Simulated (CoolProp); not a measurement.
Vapour-liquid equilibrium of propane (1) + R113 (2) at 279.7 K; x and y are mole fractions of (1).

Computed with CoolProp (multi-fluid Helmholtz-energy mixture model, Lemmon 2009 and Marx 1992; pair parameters Bell 2016).

Question: Give the bubble pressure and the first vapour's composition at x = 0.05, 0.5, 0.65. Is there an azeotrope?

Answer: x = 0.05: 0.5432 bar, y = 0.635; x = 0.5: 3.172 bar, y = 0.959; x = 0.65: 3.908 bar, y = 0.974. No azeotrope shows between x = 0.05 and 0.95.

The pair parameters rest on a limited set of measurements; away from them the model extrapolates. The gap from Raoult's law changes sign with composition, which may be real or a fault of the pair parameters; it wasn't checked against measurements.
